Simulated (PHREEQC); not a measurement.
A solution holds 2.7 mmol/kgw HF, 15 mmol/kgw H2SiF6, 22 mmol/kgw H3PO4 and 2.4 mmol/kgw H2SO4, at 85 °C. Closed to the air; pH follows from the charge balance.

Model: ion-association model, phreeqc.dat, run in PHREEQC.

This is a speciation only: nothing precipitates in the calculation.

Question: Order these F species by the share of F that they hold, largest first: HF, SiF6-2, F-.

Answer: SiF6-2 (69 %), HF (31 %), F- (0.33 %)

The pH is 1.63 and the ionic strength 0.0388 mol/kgw. The solution is supersaturated, for example in Quartz (slow to form), Chalcedony (slow to form), so a real one may precipitate; this is no full list. Complexes and solids missing from the database can't appear. Away from 25 °C the constants follow the database's enthalpies or fits; those with neither stay at their 25 °C values. SiF6-2 is the database's only silicon fluoride.
